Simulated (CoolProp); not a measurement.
The numbers come from the reference Helmholtz-energy equation of state, Gao 2022 in CoolProp.

For n-perfluorobutane, give the phase and the density (kg/m³), cp (kJ/(kg K)), expansivity (1/kK) at 334.1 K and 0.484 MPa; 334.1 K and 1.45 MPa; 334.1 K and 1.94 MPa.


- 334.1 K and 0.484 MPa: gas; density 47.4, cp 0.940, expansivity 4.67
- 334.1 K and 1.45 MPa: liquid; density 1350, cp 1.22, expansivity 3.79
- 334.1 K and 1.94 MPa: liquid; density 1360, cp 1.21, expansivity 3.62
